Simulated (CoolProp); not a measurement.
A simple Rankine cycle with hexamethyldisiloxane (MM): condensing at 307.15 K, boiler at 1.23 MPa, turbine inlet 505.4 K, turbine efficiency 0.9, pump efficiency 0.7, no recuperator. Each further row changes one setting.

The numbers come from the reference Helmholtz-energy equation of state, Thol 2016 in CoolProp.

```
case                             thermal efficiency (%)  net work (kJ/kg)  heat in (kJ/kg)  turbine exit temperature (K)  volume ratio over the turbine
-------------------------------  ----------------------  ----------------  ---------------  ----------------------------  -----------------------------
as stated                                          17.8               ___              543                         438.6                            181
turbine inlet 525.4 K                              17.4               ___              589                         459.8                            168
condensing temperature 299.15 K                     ___               104              559                         434.4                            ___
boiler pressure 0.861 MPa                          16.8              93.5              556                           ___                            110
turbine efficiency 0.8                             15.8              85.7              543                         444.4                            ___
```

**Question.** What belongs in the gaps?

**Answer.** 
- as stated, net work (kJ/kg): 96.7
- turbine inlet 525.4 K, net work (kJ/kg): 102
- condensing temperature 299.15 K, thermal efficiency (%): 18.7
- condensing temperature 299.15 K, volume ratio over the turbine: 265
- boiler pressure 0.861 MPa, turbine exit temperature (K): 447.1
- turbine efficiency 0.8, volume ratio over the turbine: 184
